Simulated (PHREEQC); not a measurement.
1.2 g of hydrous ferric oxide (600 m²/g; 0.2 weak and 0.005 strong sites per Fe, Dzombak-Morel constants, diffuse double layer) in 1 kg of water with 0.05 mol/kgw of an inert sodium salt and 5.5 mmol/kgw NiCl2, 0.016 mmol/kgw CuCl2 and 0.016 mmol/kgw BaCl2, at 25 °C; the pH is set by adding NaOH or the inert anion's acid. Oxygen is held at 0.21 atm. CO2 from the air is kept out. Precipitation was switched off in this run.

Base run: PHREEQC, ion-association model, wateq4f.dat. Each further column changes one thing. The table gives Cu sorbed (%).

```tsv
pH	base	no electrostatic term (-no_edl)	background salt from 0.05 to 0.005 mol/kgw	oxide from 1.2 to 6 g/kgw
4	10.2	12.0	(withheld)	(withheld)
5	78.0	83.9	77.6	95.0
5.5	92.9	(withheld)	92.6	98.5
6.5	99.4	99.8	99.4	99.9
7	99.5	99.8	99.3	(withheld)
8	86.0	93.4	(withheld)	99.9
9	6.9	13.8	4.6	99.7
9.5	1.1	2.3	0.8	99.6
10.5	0.3	0.8	0.3	98.6
11	0.5	0.9	0.4	95.9
12	2.0	(withheld)	2.0	53.7
```

Task: Complete the blanks.

Result: 
- 4, background salt from 0.05 to 0.005 mol/kgw: 11.0
- 4, oxide from 1.2 to 6 g/kgw: 36.1
- 5.5, no electrostatic term (-no_edl): 96.4
- 7, oxide from 1.2 to 6 g/kgw: 100.0
- 8, background salt from 0.05 to 0.005 mol/kgw: 80.1
- 12, no electrostatic term (-no_edl): 0.1

In at least one series the solution becomes supersaturated in solids that the run did not let form, among them Cu(OH)2, Ni(OH)2. The database's constant for dissolved Cu(OH)2 is higher than later reviews accept.
